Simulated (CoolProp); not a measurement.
R152A along the isotherm 132.15 °C: Z from the reference equation and from simpler models built on Tc = 113.3 °C, pc = 45.17 bar, ω = 0.275; each cubic takes its own stable root.

The numbers come from the reference Helmholtz-energy equation of state, Outcalt 1996 in CoolProp. It is a modified Benedict-Webb-Rubin equation, recast in Helmholtz form.

```
p (bar)          phase  reference
-------  -------------  ---------
1.43               gas     0.9900
2.71               gas     0.9809
5.13               gas     0.9636
9.73               gas     0.9298
18.4               gas     0.8624
35                 gas     0.7137
66.3     supercritical     0.2971
126      supercritical     0.3802
238      supercritical     0.6251
452      supercritical      1.063
```

### Question
How far does each simpler model (van der Waals, Soave-Redlich-Kwong) lie from the reference over these 10 states: mean and median of the absolute difference, and the worst?

### Answer
- van der Waals: mean 17.8 %, median 3.0 %, worst +49.6 % at 132.15 °C and 452 bar
- Soave-Redlich-Kwong: mean 9.3 %, median 2.1 %, worst +27.7 % at 132.15 °C and 66.3 bar
